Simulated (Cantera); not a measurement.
Cantera run:

```python
import numpy as np
import cantera as ct

gas_names = """
    H H2 N NH NH2 NH3 N2 N2H2 N2H4 Si SiH SiH2 SiH3 SiH4 SiN Si2 Si2N Si3
""".split()
cond_names = """
    Si(cr) Si(L) Si3N4(a)
""".split()


def load(file, names, dense=False):
    # The tables refer to 1 bar. Condensed volumes are neglected.
    table = {s.name: s for s in ct.Species.list_from_file(file)}
    out = []
    for n in names:
        d = dict(table[n].input_data)
        d["thermo"] = dict(d["thermo"], **{"reference-pressure": 1e5})
        if dense:
            d["equation-of-state"] = {"model": "constant-volume", "density": "1e6 g/cm^3"}
        out.append(ct.Species.from_dict(d))
    return out


gas = ct.Solution(thermo="ideal-gas", species=load("nasa_gas.yaml", gas_names))
cond = {s.name: ct.Solution(thermo="fixed-stoichiometry", species=[s], name=s.name)
        for s in load("nasa_condensed.yaml", cond_names, dense=True)}
atoms = {
    'trisilylamine': {'Si': 3, 'N': 1, 'H': 9},
    'NH3': {'N': 1, 'H': 3},
}
top_T = {'Si3N4(a)': 2400}  # K; cautious upper limits of use, not melting points


def equilibrate(T, P, feed):
    n = {}
    for name, mol in feed.items():
        for a, k in atoms[name].items():
            n[a] = n.get(a, 0.0) + k * mol
    gas.TPX = T, P, n
    mass = sum(n.values()) * gas.mean_molecular_weight
    gas.equilibrate("TP")
    valid = [c for c in cond.values() if c.min_temp <= T <= top_T.get(c.name, c.max_temp)]
    mix = ct.Mixture([(gas, mass / gas.mean_molecular_weight)] + [(c, 0.0) for c in valid])
    mix.T, mix.P = T, P
    mix.equilibrate("TP", solver="vcs", rtol=1e-11, max_steps=5000)
    return mix


results = []
feed = {'trisilylamine': 1, 'NH3': 1.9}  # mol
T = 948.15  # K
P = 15000  # Pa
mix = equilibrate(T, P, feed)
results.append((T, P, feed, dict(zip(mix.species_names, mix.species_moles))))
x = sorted(zip(gas.X, gas.species_names), reverse=True)
print(f"T = {T:g} K  P = {P:g} Pa  gas = {mix.phase_moles(0):.4g} mol")
print("   x: " + "  ".join(f"{s} {v:.3e}" for v, s in x if v > 1e-05))
print("   condensed (mol): " + ("  ".join(f"{mix.phase(i).name} {mix.phase_moles(i):.4g}"
      for i in range(1, mix.n_phases) if mix.phase_moles(i) > 1e-12) or "none"))
```

It prints:

```
T = 948.15 K  P = 15000 Pa  gas = 7.35 mol
   x: H2 1.000e+00
   condensed (mol): Si(cr) 0.825  Si3N4(a) 0.725
```

Method: chemical equilibrium by Gibbs-energy minimisation in Cantera with the NASA 1993 tables (ideal gas, pure condensed phases). The feed counts by its element totals alone.
